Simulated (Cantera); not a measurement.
**SiCl₄ + HCl + H₂ (silicon epitaxy and polysilicon growth)**

Charge: 1 mol SiCl₄, 0.12 mol HCl, a varied amount of H₂, equilibrated at 1400 K and 1.60 mbar.

Method: chemical equilibrium by Gibbs-energy minimisation in Cantera with the NASA 1993 tables (ideal gas, pure condensed phases). Candidate condensed phases: Si; 19 gas species. The tables' values for SiCl₃ are old estimates; treat these amounts as uncertain. Equilibrium is a limit: real reactors are often held back by kinetics, nucleation or transport.

```tsv
n(H₂) (mol)	log p H₂	log p HCl	log p SiCl₂	log p SiCl₃	n Si(s)
30	-2.84	-3.88	-4.45	-6.21	0.269
42	-2.83	-3.98	-4.66	-6.53	0.387
58	-2.82	-4.08	-4.87	-6.85	0.492
80	-2.82	-4.19	-5.10	-7.19	0.588
110	-2.81	-4.31	-5.33	-7.54	0.671
150	-2.81	-4.42	-5.57	-7.89	0.740
210	-2.80	-4.55	-5.83	-8.28	0.802
290	-2.80	-4.68	-6.09	-8.67	0.850
400	-2.80	-4.81	-6.35	-9.06	0.887
540	-2.80	-4.93	-6.60	-9.44	0.914
750	-2.80	-5.07	-6.87	-9.85	0.936
```
log p: log10 of the partial pressure in bar; n: condensed amount in mol.

From 30 mol H₂ to 750 mol H₂ the condensed part is Si(s). The main Si-bearing gas is SiCl₂ throughout. The share of Si in condensed phases is highest at 750 mol H₂ (93.6 %) and lowest at 30 mol H₂ (26.9 %).
